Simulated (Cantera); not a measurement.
Input: 1 mol Si2Cl6, 0.19 mol NH3, 57 mol H2, at 2075 K and 0.100 bar.

Method: chemical equilibrium by Gibbs-energy minimisation in Cantera with the NASA 1993 tables (ideal gas, pure condensed phases). Candidate condensed phases: NH4Cl, Si, Si3N4; 28 gas species. The feed counts by its element totals alone. The tables' values for SiCl, SiCl3 are old estimates; treat these amounts as uncertain. Gases not in the tables: Si2H6 and higher silanes. Kinetics and transport are ignored.

Base state: H2 0.903, HCl 0.0722, SiCl2 0.0127, H 0.00800, N2 0.00156, Si 0.00102, SiCl 0.000514, Cl 0.000473 (mole fractions); condensed: Si(l).

### Question
What changes in the equilibrium state with this change: pressure from 0.100 bar to 0.0100 bar?

### Answer
```csv
species,before,after
H2,0.903,0.878
HCl,0.0722,0.0696
H,0.00800,0.0250
Si,0.00102,0.0102
SiCl2,0.0127,0.0121
Si3,2.60e-6,2.60e-5
Si2,1.26e-5,0.000126
"Si(l), mol",1.11,0.454
```
